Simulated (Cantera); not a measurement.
Cantera run, input and output.

```python
import numpy as np
import cantera as ct

gas = ct.Solution("gri30.yaml")
gas.TPX = 1700, 85, {'CH4': 1, 'H2': 6.8, 'N2': 0.086}
inlet = ct.Reservoir(gas, clone=True)

reactor = ct.IdealGasConstPressureReactor(gas, energy="off", clone=False)
exhaust = ct.Reservoir(gas, clone=True)
tau = [2.6, 1, 0.42, 0.17, 0.067, 0.027, 0.011, 0.0044, 0.0018, 0.00071, 0.00029][0]
for a, b in ((inlet, reactor), (reactor, exhaust)):
    ct.MassFlowController(a, b, mdot=lambda t: reactor.mass / tau)
net = ct.ReactorNet([reactor])
show = ['CH4', 'H2', 'H', 'CH2', 'C2H6', 'C2H2', 'C2H']

rows = []
print(f"{'tau/s':>10s}{'T/K':>9s}" + "".join(f"{s:>11s}" for s in show))
for tau in [2.6, 1, 0.42, 0.17, 0.067, 0.027, 0.011, 0.0044, 0.0018, 0.00071, 0.00029]:
    net.initial_time = 0.0
    net.advance(30 * tau)
    before = gas.X
    net.advance(40 * tau)
    drift = np.max(np.abs(gas.X - before) / (gas.X + 1e-9))
    rows.append([gas.T, *gas[show].X, drift])
    print(f"{tau:10.3e}{gas.T:9.1f}" + "".join(f"{x:11.3e}" for x in gas[show].X))
```

Output:

```
     tau/s      T/K        CH4         H2          H        CH2       C2H6       C2H2        C2H
 2.600e+00   1700.0  7.284e-02  8.908e-01  1.102e-03  1.581e-06  6.684e-06  2.257e-02  1.558e-07
 1.000e+00   1700.0  9.962e-02  8.757e-01  8.740e-04  1.394e-06  9.213e-06  1.040e-02  5.789e-08
 4.200e-01   1700.0  1.188e-01  8.654e-01  5.492e-04  7.381e-07  6.563e-06  2.289e-03  8.105e-09
 1.700e-01   1700.0  1.256e-01  8.624e-01  2.205e-04  1.489e-07  1.524e-06  1.051e-04  1.499e-10
 6.700e-02   1700.0  1.265e-01  8.622e-01  8.358e-05  2.322e-08  2.355e-07  2.411e-06  1.304e-12
 2.700e-02   1700.0  1.267e-01  8.623e-01  3.356e-05  3.796e-09  3.421e-08  5.729e-08  1.244e-14
 1.100e-02   1700.0  1.268e-01  8.623e-01  1.381e-05  6.205e-10  4.305e-09  1.455e-09  1.300e-16
 4.400e-03   1700.0  1.268e-01  8.623e-01  5.670e-06  9.379e-11  4.104e-10  3.423e-11  1.255e-18
 1.800e-03   1700.0  1.268e-01  8.623e-01  2.452e-06  1.384e-11  3.218e-11  8.348e-13  1.322e-20
 7.100e-04   1700.0  1.268e-01  8.623e-01  1.076e-06  1.690e-12  1.743e-12  1.521e-14  1.053e-22
 2.900e-04   1700.0  1.268e-01  8.623e-01  5.080e-07  2.005e-13  8.205e-14  2.617e-16  8.475e-25
```

Cantera simulation using GRI-Mech 3.0 (53 species, 325 reactions); the numbers are that mechanism's predictions, not measurements. GRI-Mech 3.0 stops at C3 and has no aromatics, soot or wall deposition, so with more carbon than oxygen in the feed, carbon stays in small species such as C2H2 where larger ones or solid carbon would form. Radical loss at walls, strong at low pressure, is not modelled.
